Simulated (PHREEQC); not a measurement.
1 kg of water holding 0.23 mol Na2CO3, 0.36 mol KCl, 0.012 mol NaCl, 0.19 mol Na2SO4 and 0.43 mol NaHCO3 is evaporated at 25 °C; the solids stay in contact with the brine. CO2 is held at log p = -3.4 (atm). Only these solids could form: Arcanite, Burkeite, Glaserite, Halite, Kalicinite, Mirabilite, Misenite, Nahcolite, Natron, Sylvite, Thenardite, Trona.

Equilibrium calculation in PHREEQC: Pitzer model, pitzer.dat.

Predict ionic strength, Trona (mol) at water left (kg) = 0.4593, 0.1703.


```tsv
water left (kg)	ionic strength	Trona (mol)
0.4593	4.85	0
0.1703	9.31	0.0928
```
